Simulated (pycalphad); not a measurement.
Computed with pycalphad from the COST 507 light-alloy database (1999), at 1 atm. These are 1990s assessments: newer ones move some temperatures and phases. Phase fractions are per mole of atoms. Kinetics are ignored, which matters at the lower temperatures.

Question: Give the equilibrium state of Al-0.7952Si-4.998Mg (wt.%) at 350 K.

Answer: fcc, fraction 0.899, with <0.01 Si, 0.98 Mg wt.%; ALMG_BETA, fraction 0.078, with no Si, 36.4 Mg wt.%; MG2SI, fraction 0.023, with 36.6 Si, 63.4 Mg wt.%.

Question: Give the equilibrium state of Al-0.7952Si-4.998Mg (wt.%) at 850 K.

Answer: 
```
T = 850.00 K, P = 101325 Pa, N = 1 mol of atoms
G = -34499 J/mol, H = 15294 J/mol, S = 58.58 J/(mol K)  (SER reference)
chemical potentials (J/mol): Al -33263, Si -45768, Mg -53935
phase             fraction      x(Al)      x(Si)      x(Mg)
FCC_A1              0.9792     0.9571   0.000692     0.0422
MG2SI               0.0208       none     0.3333     0.6667
```

Database names, with the compositions (at.%) that they take in these runs: MG2SI: Mg 67 Si 33; ALMG_BETA: Al 61 Mg 39. FCC_A1 is fcc. An entry "none" or "no" means that the model of the phase leaves that element out.
